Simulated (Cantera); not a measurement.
An isothermal, constant-pressure homogeneous reactor starts with CH₄ : H₂ : N₂ = 0.044 : 1 : 0.0033 (molar parts), at 1750 K and 0.0300 bar.

Model: GRI-Mech 3.0 (53 species, 325 reactions), integrated in Cantera. GRI-Mech 3.0 stops at C3 and has no aromatics, soot or wall deposition, so with more carbon than oxygen in the feed, carbon stays in small species such as C2H2 where larger ones or solid carbon would form. Radical loss at walls, strong at low pressure, is not modelled.

x: mole fraction; the columns are a selection and need not sum to one.

```json
[
 {"t (s)": "1.00e-6", "x CH₄": "0.0420", "x H₂": "0.955", "x C₂H": "<1e-12", "x C₂H₂": "<1e-12", "x HCN": "<1e-12"},
 {"t (s)": "5.29e-6", "x CH₄": "0.0420", "x H₂": "0.955", "x C₂H": "<1e-12", "x C₂H₂": "<1e-12", "x HCN": "<1e-12"},
 {"t (s)": "2.79e-5", "x CH₄": "0.0420", "x H₂": "0.955", "x C₂H": "<1e-12", "x C₂H₂": "<1e-12", "x HCN": "<1e-12"},
 {"t (s)": "0.000148", "x CH₄": "0.0420", "x H₂": "0.955", "x C₂H": "<1e-12", "x C₂H₂": "<1e-12", "x HCN": "<1e-12"},
 {"t (s)": "0.000781", "x CH₄": "0.0420", "x H₂": "0.955", "x C₂H": "<1e-12", "x C₂H₂": "7.42e-10", "x HCN": "<1e-12"},
 {"t (s)": "0.00413", "x CH₄": "0.0418", "x H₂": "0.955", "x C₂H": "1.77e-12", "x C₂H₂": "1.02e-6", "x HCN": "<1e-12"},
 {"t (s)": "0.0218", "x CH₄": "0.0398", "x H₂": "0.955", "x C₂H": "…", "x C₂H₂": "0.000556", "x HCN": "1.10e-10"},
 {"t (s)": "0.115", "x CH₄": "0.0276", "x H₂": "0.961", "x C₂H": "…", "x C₂H₂": "0.00653", "x HCN": "1.88e-9"},
 {"t (s)": "0.609", "x CH₄": "0.00948", "x H₂": "0.971", "x C₂H": "…", "x C₂H₂": "0.0155", "x HCN": "7.80e-9"},
 {"t (s)": "3.22", "x CH₄": "0.00190", "x H₂": "0.974", "x C₂H": "1.83e-7", "x C₂H₂": "0.0192", "x HCN": "1.87e-8"},
 {"t (s)": "17.0", "x CH₄": "0.000454", "x H₂": "0.975", "x C₂H": "1.92e-7", "x C₂H₂": "0.0199", "x HCN": "3.36e-8"},
 {"t (s)": "90.0", "x CH₄": "0.000345", "x H₂": "0.975", "x C₂H": "1.92e-7", "x C₂H₂": "0.0200", "x HCN": "7.61e-8"}
]
```

What belongs in the gaps?


- 0.0218, x C₂H: 3.72e-9
- 0.115, x C₂H: 5.29e-8
- 0.609, x C₂H: 1.38e-7
